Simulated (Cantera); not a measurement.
**Pyrogenic steam for wet oxidation**

An isothermal, constant-pressure homogeneous reactor starts with H2 : O2 : N2 = 0.3 : 1 : 15 (molar parts), equivalence ratio 0.15, at 1373 K and 0.513 atm.

Model: the H2/O2 subset of GRI-Mech 3.0, which has no nitrogen chemistry, integrated in Cantera.

```
t (s)         x H2    x O2      x OH       x H     x HO2    x H2O2
--------  --------  ------  --------  --------  --------  --------
1.00e-6     0.0184  0.0613  3.61e-11  6.68e-10  7.05e-10    <1e-12
5.41e-6     0.0184  0.0613  7.72e-10   3.33e-9   3.84e-9  2.20e-12
2.93e-5     0.0184  0.0613   1.99e-8   4.34e-8   2.23e-8  5.62e-11
0.000159    0.0154  0.0596  0.000572   0.00120   7.45e-6   1.41e-7
0.000860  0.000333  0.0518  0.000790  0.000702   5.44e-6   3.07e-7
0.00465    1.54e-5  0.0526  0.000168   6.60e-6   1.03e-6   5.36e-8
0.0252     8.73e-7  0.0526   4.19e-5   1.01e-7   8.55e-8   5.67e-9
0.136      1.08e-7  0.0526   1.51e-5   4.75e-9   1.44e-8  8.60e-10
0.739      3.52e-8  0.0526   8.65e-6  9.17e-10   9.40e-9  3.01e-10
4.00       3.35e-8  0.0526   8.42e-6  8.51e-10   9.35e-9  2.86e-10
```
x: mole fraction; the columns are a selection and need not sum to one.

Equilibrium at this temperature and pressure: H2 3.35e-8, O2 0.0526, OH 8.42e-6, H 8.51e-10, HO2 9.35e-9, H2O2 2.86e-10 (gas phase only).
